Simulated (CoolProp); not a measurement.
Computed with CoolProp (reference Helmholtz-energy equation of state, Tillner-Roth 1997).

Question: Give the vapour pressure (bar), liquid cp (kJ/(kg K)), vapour Z of saturated CH2F2 (R32) at 195.7, 216.7, 227.2 K.

Answer: 
```
T (K)  p (bar)  liquid cp (kJ/(kg K))  vapour Z
-----  -------  ---------------------  --------
195.7    0.222                   1.56     0.984
216.7    0.789                   1.58     0.964
227.2     1.34                   1.60     0.950
```
